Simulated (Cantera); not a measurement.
Input (Python, Cantera) and output of one run.

```python
import numpy as np
import cantera as ct

gas_names = """
    H HNO HNO2 HNO3 HO2 H2 H2O H2O2 N NH NH2 NH3 NH2OH NO NO2 NO3 N2 N2H2 N2H4 N2O O OH O2 O3 Si SiH
    SiH2 SiH3 SiH4 SiN SiO SiO2 Si2 Si2N Si3
""".split()
cond_names = """
    H2O(s) H2O(L) Si(cr) Si(L) SiO2(Lqz) SiO2(hqz) SiO2(L) Si2N2O(s) Si3N4(a)
""".split()


def load(file, names, dense=False):
    # The tables refer to 1 bar. Condensed volumes are neglected.
    table = {s.name: s for s in ct.Species.list_from_file(file)}
    out = []
    for n in names:
        d = dict(table[n].input_data)
        d["thermo"] = dict(d["thermo"], **{"reference-pressure": 1e5})
        if dense:
            d["equation-of-state"] = {"model": "constant-volume", "density": "1e6 g/cm^3"}
        out.append(ct.Species.from_dict(d))
    return out


gas = ct.Solution(thermo="ideal-gas", species=load("nasa_gas.yaml", gas_names))
cond = {s.name: ct.Solution(thermo="fixed-stoichiometry", species=[s], name=s.name)
        for s in load("nasa_condensed.yaml", cond_names, dense=True)}
atoms = {
    'Si2H6': {'Si': 2, 'H': 6},
    'NO': {'N': 1, 'O': 1},
    'N2': {'N': 2},
}
top_T = {'Si2N2O(s)': 2100, 'Si3N4(a)': 2400}  # K; cautious upper limits of use, not melting points


def equilibrate(T, P, feed):
    n = {}
    for name, mol in feed.items():
        for a, k in atoms[name].items():
            n[a] = n.get(a, 0.0) + k * mol
    gas.TPX = T, P, n
    mass = sum(n.values()) * gas.mean_molecular_weight
    gas.equilibrate("TP")
    valid = [c for c in cond.values() if c.min_temp <= T <= top_T.get(c.name, c.max_temp)]
    mix = ct.Mixture([(gas, mass / gas.mean_molecular_weight)] + [(c, 0.0) for c in valid])
    mix.T, mix.P = T, P
    mix.equilibrate("TP", solver="vcs", rtol=1e-11, max_steps=5000)
    return mix


results = []
feed = {'Si2H6': 1, 'NO': 0.4, 'N2': 29}  # mol
T = 1325  # K
P = 16000  # Pa
mix = equilibrate(T, P, feed)
results.append((T, P, feed, dict(zip(mix.species_names, mix.species_moles))))
print(gas.report(threshold=1e-05))
for i in range(1, mix.n_phases):
    print(f"{mix.phase(i).name:16s} {mix.phase_moles(i):12.5e} mol")
```

Result:

```
       temperature   1325 K
          pressure   16000 Pa
           density   0.037032 kg/m^3
  mean mol. weight   25.498 kg/kmol
   phase of matter   gas

                          1 kg             1 kmol
                     ---------------   ---------------
          enthalpy        1.2621e+06        3.2182e+07  J
   internal energy        8.3008e+05        2.1165e+07  J
           entropy              9781         2.494e+05  J/K
    Gibbs function       -1.1698e+07       -2.9827e+08  J
 heat capacity c_p            1329.8             33906  J/K
 heat capacity c_v            1003.7             25592  J/K

                      mass frac. Y      mole frac. X     chem. pot. / RT
                     ---------------   ---------------   ---------------
                H2         0.0076513          0.096773           -22.417
                N2           0.99235           0.90323           -27.573
     [  +33 minor]        3.9624e-07        1.7884e-06

Si(cr)            0.00000e+00 mol
SiO2(hqz)         0.00000e+00 mol
Si2N2O(s)         4.00000e-01 mol
Si3N4(a)          4.00000e-01 mol
```

These are equilibrium values from Cantera (NASA tables, ideal gas, pure condensed phases), not measurements of a reactor. The feed counts by its element totals alone. Mutual solubility and eutectic melting of coexisting phases are not modelled.
